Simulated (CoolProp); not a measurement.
Vapour-liquid equilibrium of R143a (1) + fluoroethane (R161) (2) at 0.358 MPa; x and y are mole fractions of (1).

Model: multi-fluid Helmholtz-energy mixture model, Lemmon and Jacobsen 2000 and Wu 2012; pair parameters Bell 2016, in CoolProp.

### Question
Give the bubble temperature and the first vapour's composition at x = 0.425, 0.5, 0.65. Is there an azeotrope?

### Answer
x = 0.425: 262.0 K, y = 0.508; x = 0.5: 261.2 K, y = 0.581; x = 0.65: 259.7 K, y = 0.718. No azeotrope shows between x = 0.05 and 0.95.

Pair parameters are fitted to limited data, so mixtures are less certain than the pure fluids.
